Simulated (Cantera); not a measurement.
A Cantera script and its output.

```python
import numpy as np
import cantera as ct

gas = ct.Solution("gri30.yaml")
gas.TP = 300, 100000
flame = ct.CounterflowDiffusionFlame(gas, width=0.02)
flame.fuel_inlet.X, flame.fuel_inlet.T = {'CH4': 1}, 475
flame.oxidizer_inlet.X, flame.oxidizer_inlet.T = {'O2': 0.19, 'N2': 0.81}, 575
flame.set_refine_criteria(ratio=3, slope=0.12, curve=0.24, prune=0.03)
show = ['OH', 'H', 'NO', 'CO', 'C2H2']

rows = []
print(f"{'mdot':>8s}{'a_max':>10s}{'a_mean':>10s}{'Tmax/K':>9s}" + "".join(f"{s:>11s}" for s in show) + "   (peak mole fractions)")
for i, mdot in enumerate([0.25, 0.36, 0.53, 0.76, 1.1, 1.6, 2.3, 3.4]):  # kg/m2/s on the oxidiser side
    flame.oxidizer_inlet.mdot, flame.fuel_inlet.mdot = mdot, 0.72 * mdot
    flame.solve(loglevel=0, auto=(i == 0))
    if flame.T.max() < max(475, 575) + 100:
        print(f"{mdot:8.3g}  no burning solution found from the previous one")
        break
    dT = np.abs(np.gradient(flame.T, flame.grid))
    rows.append([flame.strain_rate("max"), flame.strain_rate("mean"), flame.T.max(),
                 *(flame.X[gas.species_index(s)].max() for s in show), max(dT[0], dT[-1]) / dT.max()])
    print(f"{mdot:8.3g}{rows[-1][0]:10.1f}{rows[-1][1]:10.1f}{rows[-1][2]:9.1f}" + "".join(f"{x:11.3e}" for x in rows[-1][3:-1]))
```

It prints:

```
    mdot     a_max    a_mean   Tmax/K         OH          H         NO         CO       C2H2   (peak mole fractions)
    0.25     178.8      42.9   2076.9  7.026e-03  3.883e-03  2.412e-04  4.794e-02  1.226e-02
    0.36     247.1      61.8   2060.6  6.958e-03  4.061e-03  2.177e-04  4.731e-02  1.121e-02
    0.53     351.6      91.0   2046.3  6.906e-03  4.271e-03  1.918e-04  4.716e-02  1.035e-02
    0.76     489.8     130.5   2028.2  6.753e-03  4.402e-03  1.621e-04  4.702e-02  9.422e-03
     1.1     690.8     188.9   2007.1  6.512e-03  4.489e-03  1.291e-04  4.715e-02  8.409e-03
     1.6     983.4     274.7   1978.2  6.093e-03  4.453e-03  9.299e-05  4.748e-02  7.153e-03
     2.3    1388.0     394.9   1939.6  5.459e-03  4.205e-03  5.800e-05  4.804e-02  5.609e-03
     3.4    1981.8     583.8   1841.7  3.852e-03  3.056e-03  1.677e-05  4.777e-02  2.690e-03
```

Detailed kinetics in Cantera: GRI-Mech 3.0 (53 species, 325 reactions). GRI-Mech 3.0 has no aromatics or soot, which form on the fuel side of real flames. The maximum strain rate includes the flame's own expansion and is several times the mean.
